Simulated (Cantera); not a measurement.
**Low-pressure radical oxidation in H2/O2**

A perfectly stirred reactor is fed with 0.990 % H2, 99.0 % O2, at 0.00170 bar; it is held at 1400 K, and followed from long to short residence time.

Model: GRI-Mech 3.0 (53 species, 325 reactions), integrated in Cantera. Radical loss at walls, strong at low pressure, is not modelled.

```
τ (s)        x H2   x O2       x H     x H2O     x OH
-------  --------  -----  --------  --------  -------
4.6       4.45e-5  0.982  0.000229   0.00913  0.00124
0.79      9.47e-5  0.981  0.000282   0.00899  0.00136
0.14     0.000341  0.981  0.000327   0.00861  0.00157
0.023     0.00163  0.982  0.000392   0.00703  0.00209
0.0040    0.00694  0.987  0.000174   0.00220  0.00135
0.00069   0.00990  0.990   5.49e-9   7.16e-9  2.03e-8
0.00012   0.00990  0.990   2.04e-9  9.44e-11  1.53e-9
```
x: mole fraction; the columns are a selection and need not sum to one.
